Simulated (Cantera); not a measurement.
Input (Python, Cantera) and output of one run.

```python
import numpy as np
import cantera as ct

gas_names = """
    H HNO HNO2 HNO3 HO2 H2 H2O H2O2 N NH NH2 NH3 NH2OH NO NO2 NO3 N2 N2H2 N2H4 N2O O OH O2 O3 V VN VO
    VO2
""".split()
cond_names = """
    H2O(s) H2O(L) V(cr) V(L) VN(s) VO(s) VO(L) V2O3(s) V2O3(L) V2O4(I) V2O4(II) V2O4(L) V2O5(s) V2O5(L)
""".split()


# ... load() reads the species with a 1 bar reference pressure and builds the phases ...
atoms = {
    'V': {'V': 1},
    'N2O': {'N': 2, 'O': 1},
    'N2': {'N': 2},
    'NH3': {'N': 1, 'H': 3},
}
top_T = {'VN(s)': 2300}  # K; cautious upper limits of use, not melting points


# ... equilibrate(T, P, feed) seeds the gas with the atoms and calls Mixture.equilibrate('TP', solver="vcs", rtol=1e-11, max_steps=5000) ...
results = []
feed = {'V': 1, 'N2O': 8.1, 'N2': 1.8, 'NH3': 0.23}  # mol
T = 1225  # K
for P in [0.1, 0.6, 3.6, 22, 130, 770, 4600, 28000, 170000, 1000000]:
    mix = equilibrate(T, P, feed)
    results.append((T, P, feed, dict(zip(mix.species_names, mix.species_moles))))
    x = sorted(zip(gas.X, gas.species_names), reverse=True)
    print(f"T = {T:g} K  P = {P:g} Pa  gas = {mix.phase_moles(0):.4g} mol")
    print("   x: " + "  ".join(f"{s} {v:.3e}" for v, s in x if v > 1e-05))
    print("   condensed (mol): " + ("  ".join(f"{mix.phase(i).name} {mix.phase_moles(i):.4g}"
          for i in range(1, mix.n_phases) if mix.phase_moles(i) > 1e-12) or "none"))
```

Output:

```
T = 1225 K  P = 0.1 Pa  gas = 13.24 mol
   x: N2 7.564e-01  O2 2.172e-01  H2O 2.603e-02  NO 2.350e-04  OH 6.793e-05  VO2 2.773e-05  O 1.961e-05
   condensed (mol): V2O4(II) 0.4998
T = 1225 K  P = 0.6 Pa  gas = 13.24 mol
   x: N2 7.564e-01  O2 2.172e-01  H2O 2.604e-02  NO 2.350e-04  OH 4.341e-05
   condensed (mol): V2O4(II) 0.5
T = 1225 K  P = 3.6 Pa  gas = 13.24 mol
   x: N2 7.564e-01  O2 2.172e-01  H2O 2.605e-02  NO 2.350e-04  OH 2.774e-05
   condensed (mol): V2O4(II) 0.5
T = 1225 K  P = 22 Pa  gas = 13.24 mol
   x: N2 7.564e-01  O2 2.173e-01  H2O 2.605e-02  NO 2.350e-04  OH 1.765e-05
   condensed (mol): V2O4(II) 0.5
T = 1225 K  P = 130 Pa  gas = 13.24 mol
   x: N2 7.564e-01  O2 2.173e-01  H2O 2.606e-02  NO 2.350e-04  OH 1.132e-05
   condensed (mol): V2O4(II) 0.5
T = 1225 K  P = 770 Pa  gas = 13.24 mol
   x: N2 7.564e-01  O2 2.173e-01  H2O 2.606e-02  NO 2.350e-04
   condensed (mol): V2O4(II) 0.5
T = 1225 K  P = 4600 Pa  gas = 12.99 mol
   x: N2 7.710e-01  O2 2.022e-01  H2O 2.656e-02  NO 2.289e-04
   condensed (mol): V2O5(L) 0.5
T = 1225 K  P = 28000 Pa  gas = 12.99 mol
   x: N2 7.710e-01  O2 2.022e-01  H2O 2.656e-02  NO 2.289e-04
   condensed (mol): V2O5(L) 0.5
T = 1225 K  P = 170000 Pa  gas = 12.99 mol
   x: N2 7.710e-01  O2 2.022e-01  H2O 2.656e-02  NO 2.289e-04
   condensed (mol): V2O5(L) 0.5
T = 1225 K  P = 1e+06 Pa  gas = 12.99 mol
   x: N2 7.710e-01  O2 2.022e-01  H2O 2.656e-02  NO 2.289e-04  NO2 1.070e-05
   condensed (mol): V2O5(L) 0.5
```

Equilibrium computed with Cantera from the NASA thermochemical tables; the gas is ideal and each condensed phase is pure. Condensed phases not in the tables: the oxides between V2O3 and V2O5 other than VO2. Gases not in the tables: V4O10.
